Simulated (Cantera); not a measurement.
Mixture: CH₄ : CO : O₂ : N₂ = 1 : 0.18 : 2.61 : 9.82 (molar parts), equivalence ratio 0.80, at 4.93 atm, adiabatic and at constant pressure. Ignition delay is the time to a rise of 400 K.

Computed with Cantera and GRI-Mech 3.0 (53 species, 325 reactions).

**Question.** At T0 = 1425 K, what is the delay, and which 8 reactions control it most (d ln τ / d ln k, from doubling and halving each rate constant)?

**Answer.** The delay is 0.683 ms.
| reaction | d ln τ / d ln k | faster rate |
|---|---|---|
| 2 CH3 (+M) <=> C2H6 (+M) | 0.52 | lengthens it |
| CH3 + O2 <=> CH3O + O | -0.48 | shortens it |
| H + O2 <=> O + OH | -0.32 | shortens it |
| CH3 + HO2 <=> CH3O + OH | -0.30 | shortens it |
| CH3 + O2 <=> CH2O + OH | -0.27 | shortens it |
| CH4 + H <=> CH3 + H2 | 0.26 | lengthens it |
| CH2O + O2 <=> HCO + HO2 | -0.21 | shortens it |
| CH4 + OH <=> CH3 + H2O | 0.15 | lengthens it |
